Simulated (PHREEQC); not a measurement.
Consider water at 78 °C with 0.011 mol/kgw HF and 3.9e-05 mol/kgw NH4F. Closed to the air; pH follows from the charge balance.

All values are PHREEQC results (ion-association model, phreeqc.dat), not measurements.

This is a speciation only: nothing precipitates in the calculation.

Q: Order these F species by the share of F that they hold, largest first: HF, HF2-, F-.

A: HF (85 %), F- (14 %), HF2- (1.1 %)

The pH is 2.83 and the ionic strength 0.00161 mol/kgw. Species that the database lacks are ignored. At this temperature some constants are extrapolated from 25 °C, and those without enthalpy data are left unchanged.
